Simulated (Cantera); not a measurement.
**Thermodynamics of silicon oxide and oxynitride deposition, feed SiH2Cl2 + N2O**

A closed system holds: 1 mol SiH2Cl2, a varied amount of N2O, held at 1673.15 K and 1.33 mbar.

Equilibrium computed with Cantera from the NASA thermochemical tables; the gas is ideal and each condensed phase is pure. Candidate condensed phases: H2O, NH4Cl, Si, SiO2, Si2N2O, Si3N4; 47 gas species. The tables' values for SiCl3, SiCl are old estimates; treat these amounts as uncertain. The tables hold silica as quartz up to 1696 K and as liquid above; real silica turns to tridymite and cristobalite and melts near 1996 K. Kinetics and transport are ignored.

```csv
n(N2O) (mol),log p N2,log p HCl,log p SiO,log p H2,log p SiCl2,log p Cl,log p H2O,log p O2,n SiO2(β-quartz)
0.43,-3.70,-3.41,-3.70,-3.57,-3.59,-5.67,-9.06,<-14,0
0.61,-3.60,-3.30,-3.60,-3.78,-3.81,-5.46,-8.54,<-14,0
0.78,-3.53,-3.24,-3.53,-4.06,-4.11,-5.26,-8.05,<-14,0
0.96,-3.47,-3.21,-3.54,-4.36,-4.46,-5.08,-7.64,<-14,0.0685
1.1,-3.42,-3.21,-3.60,-4.41,-4.53,-5.05,-7.63,<-14,0.194
1.3,-3.35,-3.20,-3.72,-4.51,-4.65,-5.00,-7.61,<-14,0.372
1.5,-3.29,-3.20,-3.87,-4.62,-4.83,-4.94,-7.58,<-14,0.550
1.7,-3.24,-3.19,-4.08,-4.77,-5.10,-4.86,-7.51,<-14,0.728
1.8,-3.22,-3.19,-4.25,-4.87,-5.34,-4.81,-7.44,-14.78,0.816
2,-3.18,-3.19,-5.95,-5.07,-8.53,-4.71,-5.95,-11.39,0.997
2.2,-3.17,-3.29,-9.07,-6.59,-13.44,-4.04,-4.34,-5.14,1.000
2.4,-3.17,-3.34,-9.38,-6.83,-13.92,-3.97,-4.27,-4.53,1.000
2.5,-3.16,-3.36,-9.45,-6.89,-14.04,-3.96,-4.26,-4.39,1.000
```
log p: log10 of the partial pressure in bar; n: condensed amount in mol.

From 0.43 mol N2O to 0.78 mol N2O nothing is condensed. From 0.96 mol N2O to 2.5 mol N2O the condensed part is SiO2(β-quartz). The main Si-bearing gas is SiCl2 at 0.43 mol N2O and SiO at 2.5 mol N2O.
